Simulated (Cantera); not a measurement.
Standard-state values (1 bar) from the NASA 1993 polynomials, evaluated with Cantera. Values are per mole of reaction as written; species without (g) are pure solids or liquids, kept so even where they would boil at 1 bar.

Problem. Between 1675 and 1800 K, where is each reaction favourable under standard conditions?
- Nb₂O₅ + 5 H₂O(g) ⇌ 2 Nb + 10 OH(g)

Solution. 
- Nb₂O₅ + 5 H₂O(g) ⇌ 2 Nb + 10 OH(g): ΔG° is 2097 kJ at 1675 K and 1995 kJ at 1800 K; it stays positive (K < 1). ΔH° is 3380 kJ and ΔS° 770 J/K at 1800 K.
